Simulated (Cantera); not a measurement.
# Adiabatic ignition

An adiabatic, constant-pressure homogeneous reactor starts with CH₃OH : O₂ : N₂ = 1 : 1.61 : 6.06 (molar parts), at 1373 K and 150000 Pa.

Cantera simulation using GRI-Mech 3.0 (53 species, 325 reactions); the numbers are that mechanism's predictions, not measurements. GRI-Mech 3.0 was tuned for natural gas; its chemistry of methanol as a main component is partial and can be far from experiment.

```csv
t (s),T (K),x CH₃OH,x O₂,x C₂H,x H₂O,x NO₂
4.00e-6,1373,0.115,0.186,<1e-12,2.29e-6,<1e-12
1.07e-5,1373,0.115,0.186,<1e-12,6.24e-6,<1e-12
2.86e-5,1373,0.115,0.186,<1e-12,1.73e-5,<1e-12
7.65e-5,1373,0.115,0.186,<1e-12,5.46e-5,<1e-12
0.000205,1374,0.115,0.185,<1e-12,0.000318,<1e-12
0.000547,1436,0.0891,0.170,<1e-12,0.0194,2.53e-12
0.00146,2681,<1e-12,0.0272,<1e-12,0.187,8.72e-7
0.00391,2674,<1e-12,0.0253,<1e-12,0.187,2.32e-6
0.0105,2671,<1e-12,0.0245,<1e-12,0.187,2.92e-6
0.0280,2671,<1e-12,0.0245,<1e-12,0.187,2.94e-6
0.0748,2671,<1e-12,0.0245,<1e-12,0.187,2.94e-6
0.200,2671,<1e-12,0.0245,<1e-12,0.187,2.94e-6
```
x: mole fraction; the columns are a selection and need not sum to one.

| Quantity | Result |
|---|---|
| time of steepest temperature rise | 0.607 ms |
| temperature at 0.200 s | 2671 K |
| equilibrium temperature | 2671 K |
| x(CH₃OH) at 0.200 s | <1e-12 (gas-phase equilibrium <1e-12) |
| x(O₂) at 0.200 s | 0.0245 (gas-phase equilibrium 0.0245) |
| x(C₂H) at 0.200 s | <1e-12 (gas-phase equilibrium <1e-12) |
